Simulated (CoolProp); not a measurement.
A single-stage vapour-compression cycle with R11: evaporating at 256.15 K (dew point), condensing at 278.15 K (bubble point), superheat 5 K, subcooling 8 K, compressor efficiency 0.8, no pressure losses. Each further row changes one setting.

Model: reference Helmholtz-energy equation of state, Jacobsen 1992, in CoolProp.

```
case                              cooling COP  pressure ratio  discharge temperature (K)  refrigerating effect (kJ/kg)  volumetric capacity (kJ/m³)
--------------------------------  -----------  --------------  -------------------------  ----------------------------  ---------------------------
as stated                                9.08            2.71                      298.7                           186                          218
evaporating temperature 261.15 K         12.1            2.12                 (withheld)                           189                          277
condensing temperature 273.15 K          11.9      (withheld)                      290.6                           191                          223
subcooling 13 K                          9.28            2.71                      298.7                           191                          223
superheat 15 K                           8.99            2.71                      309.5                           192                          216
compressor efficiency 0.7          (withheld)            2.71                      303.7                           186                          218
```

### Question
Some entries are withheld; supply them.

### Answer

- evaporating temperature 261.15 K, discharge temperature (K): 294.6
- condensing temperature 273.15 K, pressure ratio: 2.20
- compressor efficiency 0.7, cooling COP: 7.94
